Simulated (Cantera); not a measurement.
A closed system holds: 1 mol C2H2, 1.4 mol H2, 1.1 mol N2, at 25.0 Pa.

These are equilibrium values from Cantera (NASA tables, ideal gas, pure condensed phases), not measurements of a reactor. Candidate condensed phases: C, C6H6, C7H8, C8H18; 92 gas species. Kinetics and transport are ignored.

Task: What share of the C ends up in condensed phases as a function of T (K), at 2000, 2075, 2150, 2225, 2300, 2375, 2450, 2525, 2600, 2675, 2750, 2825, 2900, 2975?

Result: 
```json
[
 {"T (K)": "2000", "C condensed (%)": "98.6", "as": "C(graphite)"},
 {"T (K)": "2075", "C condensed (%)": "98.1", "as": "C(graphite)"},
 {"T (K)": "2150", "C condensed (%)": "97.6", "as": "C(graphite)"},
 {"T (K)": "2225", "C condensed (%)": "96.9", "as": "C(graphite)"},
 {"T (K)": "2300", "C condensed (%)": "96.2", "as": "C(graphite)"},
 {"T (K)": "2375", "C condensed (%)": "95.4", "as": "C(graphite)"},
 {"T (K)": "2450", "C condensed (%)": "94.2", "as": "C(graphite)"},
 {"T (K)": "2525", "C condensed (%)": "91.7", "as": "C(graphite)"},
 {"T (K)": "2600", "C condensed (%)": "85.0", "as": "C(graphite)"},
 {"T (K)": "2675", "C condensed (%)": "66.6", "as": "C(graphite)"},
 {"T (K)": "2750", "C condensed (%)": "15.7", "as": "C(graphite)"},
 {"T (K)": "2825", "C condensed (%)": "0.0", "as": "-"},
 {"T (K)": "2900", "C condensed (%)": "0.0", "as": "-"},
 {"T (K)": "2975", "C condensed (%)": "0.0", "as": "-"}
]
```
